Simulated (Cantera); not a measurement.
A Cantera script and what it prints.

```python
import numpy as np
import cantera as ct

gas_names = """
    N NO NO2 NO3 N2 N2O O O2 O3 Si SiN SiO SiO2 Si2 Si2N Si3
""".split()
cond_names = """
    Si(cr) Si(L) SiO2(Lqz) SiO2(hqz) SiO2(L) Si2N2O(s) Si3N4(a)
""".split()


# ... load() reads the species with a 1 bar reference pressure and builds the phases ...
atoms = {
    'Si3N4': {'Si': 3, 'N': 4},
    'N2O': {'N': 2, 'O': 1},
    'N2': {'N': 2},
}
top_T = {'Si2N2O(s)': 2100, 'Si3N4(a)': 2400}  # K; cautious upper limits of use, not melting points


# ... equilibrate(T, P, feed) seeds the gas with the atoms and calls Mixture.equilibrate('TP', solver="vcs", rtol=1e-11, max_steps=5000) ...
results = []
T = 1600  # K
P = 3.5  # Pa
for m in [0.012, 0.027, 0.061, 0.14, 0.31, 0.69, 1.6, 3.5]:
    feed = {'Si3N4': 1, 'N2O': m, 'N2': 1}  # mol
    mix = equilibrate(T, P, feed)
    results.append((T, P, feed, dict(zip(mix.species_names, mix.species_moles))))

top = {s: max(r[3][s] / sum(r[3][g] for g in gas_names) for r in results) for s in gas_names}
cols = sorted((s for s in top if top[s] > 1e-05), key=lambda s: -top[s])[:7]
seen = [c for c in cond_names if any(r[3].get(c, 0) > 1e-12 for r in results)]
print("log10 of partial pressures in bar; condensed amounts in mol")
print(f"{'n(N2O)':>10s}" + "".join(f"{s[:9]:>10s}" for s in cols + seen))
for T, P, feed, n in results:
    ng = sum(n[g] for g in gas_names)
    print(f"{feed['N2O']:10.4g}" + "".join(f"{np.log10(max(n[s] / ng * P / 1e5, 1e-99)):10.3f}" for s in cols)
          + "".join(f"{n.get(c, 0):10.4g}" for c in seen))
```

Output:

```
log10 of partial pressures in bar; condensed amounts in mol
    n(N2O)        N2       SiO        Si      Si2N       SiN    Si(cr) SiO2(hqz)
     0.012    -4.459    -6.859    -7.011    -9.080    -9.305     2.979         0
     0.027    -4.461    -6.511    -7.011    -9.082    -9.306     2.964         0
     0.061    -4.466    -6.166    -7.011    -9.084    -9.309      2.93         0
      0.14    -4.476    -5.827    -7.011    -9.089    -9.314     2.851         0
      0.31    -4.496    -5.525    -7.011    -9.099    -9.324      2.68         0
      0.69    -4.532    -5.260    -7.011    -9.117    -9.342     2.297         0
       1.6    -4.587    -5.045    -7.011    -9.144    -9.369     1.382         0
       3.5    -4.597    -5.012   -11.944   -19.016   -14.307         0       0.5
```

Cantera equilibrium calculation (NASA polynomials, part measured and part estimated; ideal gas, pure solids and liquids). The tables' values for SiN are old estimates; treat these amounts as uncertain. The tables hold silica as quartz up to 1696 K and as liquid above; real silica turns to tridymite and cristobalite and melts near 1996 K.
